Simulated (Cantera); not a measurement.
Mixture: CH₄ : O₂ : N₂ = 1 : 3.7 : 16.7 (molar parts), equivalence ratio 0.54, at 660000 Pa, adiabatic and at constant volume. Ignition delay is the time to a rise of 400 K.

Cantera simulation using GRI-Mech 3.0 (53 species, 325 reactions); the numbers are that mechanism's predictions, not measurements.

Problem. What does this change do: constant pressure in place of constant volume?

Solution. 
```json
[
 {"quantity": "delay at 1248 K", "before": "3.50 ms", "after": "3.63 ms"},
 {"quantity": "delay at 1348 K", "before": "1.10 ms", "after": "1.15 ms"},
 {"quantity": "delay at 1448 K", "before": "0.388 ms", "after": "0.408 ms"},
 {"quantity": "delay at 1548 K", "before": "0.152 ms", "after": "0.160 ms"},
 {"quantity": "delay at 1648 K", "before": "65.6 µs", "after": "69.4 µs"},
 {"quantity": "delay at 1748 K", "before": "31.5 µs", "after": "33.4 µs"},
 {"quantity": "apparent activation energy between 1548 and 1748 K", "before": "180 kJ/mol", "after": "180 kJ/mol"}
]
```
